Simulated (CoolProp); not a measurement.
Computed with CoolProp (reference Helmholtz-energy equation of state, Span 1996).

Question: For carbon dioxide, give the phase and the cp (kJ/(kg K)), cv (kJ/(kg K)), Joule-Thomson coefficient (K/MPa), viscosity (µPa s) at 323.2 K and 0.0117 MPa; 323.2 K and 0.313 MPa; 323.2 K and 0.712 MPa.

Answer: 
- 323.2 K and 0.0117 MPa: gas; cp 0.870, cv 0.681, Joule-Thomson coefficient 8.92, viscosity 16.1
- 323.2 K and 0.313 MPa: gas; cp 0.886, cv 0.686, Joule-Thomson coefficient 8.92, viscosity 16.1
- 323.2 K and 0.712 MPa: gas; cp 0.908, cv 0.693, Joule-Thomson coefficient 8.93, viscosity 16.2

Viscosity comes from a separate model (Laesecke 2017).
